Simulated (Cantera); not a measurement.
Input (Python, Cantera):

```python
import numpy as np
import cantera as ct

gas = ct.Solution("gri30.yaml")


def delay(T, t_max=10):
    gas.TPX = T, 100000, {'CH4': 1, 'H2': 0.16, 'O2': 1.22, 'N2': 4.6}
    reactor = ct.IdealGasReactor(gas, clone=False)
    net = ct.ReactorNet([reactor])
    net.rtol, net.atol = 1e-8, 1e-16
    while net.time < t_max:
        t_old, T_old = net.time, reactor.T
        net.step()
        if reactor.T > T + 400:  # ignition: a rise of 400 K
            return t_old + (T + 400 - T_old) / (reactor.T - T_old) * (net.time - t_old)
    return np.nan


taus = []
for T in [1100, 1150, 1200, 1250, 1300, 1350, 1400, 1450, 1500, 1550]:
    taus.append(delay(T))
    print(f"T0 = {T:6g} K   tau = {taus[-1]:.4e} s")
```

Result:

```
T0 =   1100 K   tau = 3.9025e-02 s
T0 =   1150 K   tau = 2.2892e-02 s
T0 =   1200 K   tau = 1.3365e-02 s
T0 =   1250 K   tau = 7.8232e-03 s
T0 =   1300 K   tau = 4.6192e-03 s
T0 =   1350 K   tau = 2.7661e-03 s
T0 =   1400 K   tau = 1.6885e-03 s
T0 =   1450 K   tau = 1.0557e-03 s
T0 =   1500 K   tau = 6.7840e-04 s
T0 =   1550 K   tau = 4.4885e-04 s
```

Model: GRI-Mech 3.0 (53 species, 325 reactions), integrated in Cantera.
